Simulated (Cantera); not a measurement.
What does this Cantera script print?

```python
import numpy as np
import cantera as ct

gas = ct.Solution("gri30.yaml")


def delay(T, t_max=10):
    gas.TPX = T, 170000, {'CH4': 1, 'O2': 1.11, 'N2': 4.44}
    reactor = ct.IdealGasReactor(gas, clone=False)
    net = ct.ReactorNet([reactor])
    net.rtol, net.atol = 1e-8, 1e-16
    while net.time < t_max:
        t_old, T_old = net.time, reactor.T
        net.step()
        if reactor.T > T + 400:  # ignition: a rise of 400 K
            return t_old + (T + 400 - T_old) / (reactor.T - T_old) * (net.time - t_old)
    return np.nan


taus = []
for T in [1150, 1200, 1250, 1300, 1350, 1400, 1450, 1500]:
    taus.append(delay(T))
    print(f"T0 = {T:6g} K   tau = {taus[-1]:.4e} s")
```

It prints:

```
T0 =   1150 K   tau = 8.0561e-02 s
T0 =   1200 K   tau = 3.9269e-02 s
T0 =   1250 K   tau = 1.9827e-02 s
T0 =   1300 K   tau = 1.0328e-02 s
T0 =   1350 K   tau = 5.5309e-03 s
T0 =   1400 K   tau = 3.0393e-03 s
T0 =   1450 K   tau = 1.7136e-03 s
T0 =   1500 K   tau = 9.9291e-04 s
```

Detailed kinetics in Cantera: GRI-Mech 3.0 (53 species, 325 reactions).
